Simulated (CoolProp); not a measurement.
Values from CoolProp's reference Helmholtz-energy equation of state, Younglove 1994. It is a modified Benedict-Webb-Rubin equation, recast in Helmholtz form.

Question: For R123, give the phase and the density (kg/m³), cp (kJ/(kg K)), speed of sound (m/s) at 226.85 °C and 3660 kPa.

Answer: 
- 226.85 °C and 3660 kPa: gas; density 192, cp 1.13, speed of sound 128
